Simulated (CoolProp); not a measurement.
Dimethyl carbonate along the isobar 0.99 MPa: density (kg/m³) from the reference equation and from simpler models built on Tc = 557.0 K, pc = 4.909 MPa, ω = 0.346; each cubic takes its own stable root.

The numbers come from the reference Helmholtz-energy equation of state, Zhou 2011 in CoolProp.

```csv
T (K),phase,reference
374.9,liquid,958.6
387.9,liquid,939.4
400.9,liquid,919.7
414,liquid,899.1
427,liquid,877.8
440,liquid,855.5
453,liquid,831.9
466,gas,26.75
479,gas,25.61
492,gas,24.60
505.1,gas,23.68
518.1,gas,22.86
531.1,gas,22.10
544.1,gas,21.41
557.1,gas,20.76
570.1,gas,20.17
```

How far does each simpler model (van der Waals, Soave-Redlich-Kwong) lie from the reference over these 16 states: mean and median of the absolute difference, and the worst?


- van der Waals: mean 36.7 %, median 3.9 %, worst -96.8 % at 453 K and 0.99 MPa
- Soave-Redlich-Kwong: mean 5.0 %, median 0.1 %, worst -12.5 % at 453 K and 0.99 MPa

At some of these states van der Waals gives the other phase, because its saturation line lies elsewhere.
